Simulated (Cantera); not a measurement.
Charge: 1 mol SiH2Cl2, a varied amount of NH3, 3.2 mol N2, at 1252 °C and 42.0 Pa.

Method: chemical equilibrium by Gibbs-energy minimisation in Cantera with the NASA 1993 tables (ideal gas, pure condensed phases). Candidate condensed phases: NH4Cl, Si, Si3N4; 28 gas species. Kinetics and transport are ignored.

Question: What share of the Si ends up in condensed phases as a function of n(NH3) (mol), at 0.11, 0.2, 0.35, 0.61, 1.1, 1.9, 3.3, 5.9, 10?

Answer: 
| n(NH3) (mol) | Si condensed (%) | as |
|---|---|---|
| 0.11 | 31.4 | Si3N4(s) |
| 0.2 | 32.9 | Si3N4(s) |
| 0.35 | 35.1 | Si3N4(s) |
| 0.61 | 38.4 | Si3N4(s) |
| 1.1 | 43.1 | Si3N4(s) |
| 1.9 | 48.7 | Si3N4(s) |
| 3.3 | 55.3 | Si3N4(s) |
| 5.9 | 62.9 | Si3N4(s) |
| 10 | 70.2 | Si3N4(s) |
